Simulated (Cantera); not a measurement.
A closed system holds: 1 mol Cu2O, 2.5 mol C, 0.79 mol H2, at 150 Pa.

Cantera equilibrium calculation (NASA polynomials, part measured and part estimated; ideal gas, pure solids and liquids). Candidate condensed phases: C, C6H6, C7H8, C8H18, Cu, CuO, Cu(OH)2, Cu2O, H2O; 113 gas species. Rates play no part.

Q: What share of the Cu ends up in condensed phases as a function of T (K), at 1350, 1450, 1550, 1650, 1750, 1850, 1950?

A: 
```json
[
 {"T (K)": "1350", "Cu condensed (%)": "100.0", "as": "Cu(s)"},
 {"T (K)": "1450", "Cu condensed (%)": "99.8", "as": "Cu(l)"},
 {"T (K)": "1550", "Cu condensed (%)": "98.9", "as": "Cu(l)"},
 {"T (K)": "1650", "Cu condensed (%)": "94.9", "as": "Cu(l)"},
 {"T (K)": "1750", "Cu condensed (%)": "77.6", "as": "Cu(l)"},
 {"T (K)": "1850", "Cu condensed (%)": "0.0", "as": "-"},
 {"T (K)": "1950", "Cu condensed (%)": "0.0", "as": "-"}
]
```
